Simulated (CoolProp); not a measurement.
A single-stage vapour-compression cycle with the fluid: evaporating at 315.15 K (dew point), condensing at 344.15 K (bubble point), superheat 10 K, subcooling 2 K, compressor efficiency 0.75, no pressure losses. The same conditions are run with several fluids, on thermodynamics alone (safety and materials aside).

The numbers come from the reference Helmholtz-energy equation of state of each fluid (R115: Lemmon 2016; cyclopentane: Gedanitz 2015; tetrahydrofuran: Fiedler 2023; carbonyl sulfide: Lemmon 2006; propylene: Lemmon 2013; R114: Platzer 1990) in CoolProp. The equations of Platzer and Polt are older, rougher fits.

| fluid | cooling COP | pressure ratio | discharge temperature (K) | refrigerating effect (kJ/kg) | volumetric capacity (kJ/m³) |
|---|---|---|---|---|---|
| R115 | 5.31 | 1.89 | 354.5 | 56.1 | 5800 |
| cyclopentane | 7.57 | 2.48 | 360.7 | 355 | 750 |
| tetrahydrofuran | 7.63 | 2.74 | 367.6 | 396 | 465 |
| carbonyl sulfide | 6.42 | 1.81 | 378.7 | 192 | 10100 |
| propylene | 6.00 | 1.82 | 363.2 | 236 | 8200 |
| R114 | 7.05 | 2.11 | 350.6 | 100 | 2500 |
